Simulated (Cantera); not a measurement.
Input: 1 mol C₂H₅OH, 0.026 mol CO₂, 6.6 mol N₂, at 1702 °C and 180000 Pa.

Method: chemical equilibrium by Gibbs-energy minimisation in Cantera with the NASA 1993 tables (ideal gas, pure condensed phases). Candidate condensed phases: C, C₆H₆, C₇H₈, C₈H₁₈, H₂O; 136 gas species. Equilibrium is a limit: real reactors are often held back by kinetics, nucleation or transport.

Task: What is the equilibrium state?

Result: 
```json
{
  "x(N₂)": "0.617",
  "x(H₂)": "0.278",
  "x(CO)": "0.0987",
  "x(HCN)": "0.00553",
  "x(H)": "0.000538",
  "x(HNC)": "0.000300",
  "x(C₂H₂ (acetylene))": "0.000181",
  "x(CH₄)": "6.32e-5",
  "x(H₂O)": "6.41e-6",
  "n(C(graphite))": "0.907 mol",
  "gas_amount": "10.65 mol"
}
```
